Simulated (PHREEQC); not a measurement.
Solution (60 °C): 0.069 mol/kgw KOH, 0.015 mol/kgw Al(NO3)3 and 0.0029 mol/kgw CO2. Closed to the air; pH follows from the charge balance.

Computed with PHREEQC (ion-association model, wateq4f.dat).

The pH comes out as 10.49 and the ionic strength is 0.0714 mol/kgw. The total alkalinity is 69.0 meq/kg.

```tsv
species	molality	activity	log γ
K+	0.0690	0.0536	-0.110
NO3-	0.0450	0.0345	-0.115
Al(OH)4-	0.0150	0.0118	-0.104
OH-	0.00374	0.00289	-0.111
CO3-2	0.00236	0.000956	-0.393
HCO3-	0.000535	0.000426	-0.098
Al(OH)3	9.11e-8	9.26e-8	0.007
CO2	2.63e-8	2.67e-8	0.007
```

This is a speciation only: nothing precipitates in the calculation. Examples of supersaturated solids here: Boehmite (slow to form), Gibbsite (slow to form). Others may be too. Away from 25 °C the constants follow the database's enthalpies or fits; those with neither stay at their 25 °C values.
